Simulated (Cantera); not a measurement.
Feed: 1 mol SiC, 0.044 mol O₂, 6.5 mol N₂, equilibrated at 3.60e-5 bar.

These are equilibrium values from Cantera (NASA tables, ideal gas, pure condensed phases), not measurements of a reactor. Candidate condensed phases: C, Si, SiC, SiO₂, Si₂N₂O, Si₃N₄; 34 gas species. N₂ is the only nitrogen source here; it is nearly inert below about 1500 K, so the nitride shown seldom forms there in practice. Mutual solubility and eutectic melting of coexisting phases are not modelled. Kinetics and transport are ignored.

Task: Which condensed phases are stable at each of these points (T (K)): 973, 1073, 1173, 1273, 1373, 1473, 1573, 1673, 1773, 1873, 1973, 2073, 2173, 2273?

Result: 
| T (K) | condensed phases | Si condensed (%) |
|---|---|---|
| 973 | C(graphite) + Si₂N₂O(s) + Si₃N₄(s) | 100.0 |
| 1073 | C(graphite) + Si₂N₂O(s) + Si₃N₄(s) | 100.0 |
| 1173 | C(graphite) + SiC(s) + Si₂N₂O(s) | 100.0 |
| 1273 | SiC(s) + Si₂N₂O(s) | 100.0 |
| 1373 | SiC(s) + Si₂N₂O(s) | 99.1 |
| 1473 | SiC(s) | 95.6 |
| 1573 | SiC(s) | 95.5 |
| 1673 | SiC(s) | 94.9 |
| 1773 | SiC(s) | 92.8 |
| 1873 | SiC(s) | 91.1 |
| 1973 | C(graphite) + SiC(s) | 67.3 |
| 2073 | C(graphite) | 0.0 |
| 2173 | C(graphite) | 0.0 |
| 2273 | C(graphite) | 0.0 |

From 973 K to 1073 K the condensed part is C(graphite) + Si₂N₂O(s) + Si₃N₄(s). At 1173 K the condensed part is C(graphite) + SiC(s) + Si₂N₂O(s). From 1273 K to 1373 K the condensed part is SiC(s) + Si₂N₂O(s). From 1473 K to 1873 K the condensed part is SiC(s). At 1973 K the condensed part is C(graphite) + SiC(s). From 2073 K to 2273 K the condensed part is C(graphite).
